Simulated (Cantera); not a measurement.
Adiabatic ignition

An adiabatic, constant-volume homogeneous reactor starts with 42.2 % CO, 8.02 % H₂, 10.5 % O₂, 39.3 % N₂, equivalence ratio 2.4, at 1650 K and 6.80 bar.

Model: GRI-Mech 3.0 (53 species, 325 reactions), integrated in Cantera. The hydrogen kinetics of GRI-Mech 3.0 are dated; newer H2 mechanisms differ, most at raised pressure. Above 3000 K some thermodynamic fits are extrapolated.

```tsv
t (s)	T (K)	P (bar)	x CO	x H₂	x O₂	x N₂O	x OH	x NO
1.00e-6	1650	6.80	0.422	0.0800	0.105	2.75e-10	3.03e-5	9.79e-12
4.19e-6	2609	10.2	0.332	0.0188	0.0161	3.64e-7	0.0161	0.000126
1.76e-5	3154	11.9	0.321	0.0175	0.00560	7.74e-7	0.0124	0.00171
7.37e-5	3146	11.9	0.322	0.0178	0.00484	8.58e-7	0.0116	0.00521
0.000309	3142	11.9	0.322	0.0179	0.00468	8.97e-7	0.0114	0.00620
0.00129	3142	11.9	0.322	0.0179	0.00468	8.97e-7	0.0114	0.00620
0.00543	3142	11.9	0.322	0.0179	0.00468	8.97e-7	0.0114	0.00620
0.0228	3142	11.9	0.322	0.0179	0.00468	8.97e-7	0.0114	0.00620
0.0954	3142	11.9	0.322	0.0179	0.00468	8.97e-7	0.0114	0.00620
0.400	3142	11.9	0.322	0.0179	0.00468	8.97e-7	0.0114	0.00620
```
x: mole fraction; the columns are a selection and need not sum to one.

The time of steepest temperature rise is 2.37 µs and the temperature at 0.400 s is 3142 K. The equilibrium temperature comes out as 3142 K and the x(CO) at 0.400 s is 0.322 (gas-phase equilibrium 0.322). The x(H₂) at 0.400 s comes out as 0.0179 (gas-phase equilibrium 0.0179) and the x(O₂) at 0.400 s comes out as 0.00468 (gas-phase equilibrium 0.00468).
